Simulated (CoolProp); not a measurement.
Vapour-liquid equilibrium of CH2F2 (R32) (1) + methanol (2) at 0.271 MPa; x and y are mole fractions of (1).

The numbers come from the multi-fluid Helmholtz-energy mixture model, Tillner-Roth 1997 and de Reuck 1993; pair parameters Bell 2016 in CoolProp.

```csv
x,bubble temperature (°C),y at the bubble point,dew temperature at overall composition x (°C),liquid density (mol/L)
0.05,26.9,0.930,90.1,24.34
0.15,-8.7,0.992,86.8,25.16
0.25,-18.7,0.996,83.2,25.20
0.35,-22.7,0.997,79.1,25.01
0.45,-24.3,0.997,74.5,24.71
0.55,-25.0,0.998,69.1,24.34
0.65,-25.4,0.998,62.6,23.90
0.75,-26.1,0.998,54.4,23.43
0.85,-27.2,0.998,42.7,22.92
0.95,-29.0,0.999,20.4,22.40
```

No azeotrope shows between x = 0.05 and 0.95.

The pair parameters rest on a limited set of measurements; away from them the model extrapolates. With so large a gap from Raoult's law the liquid may split in two, which this calculation doesn't test in full.
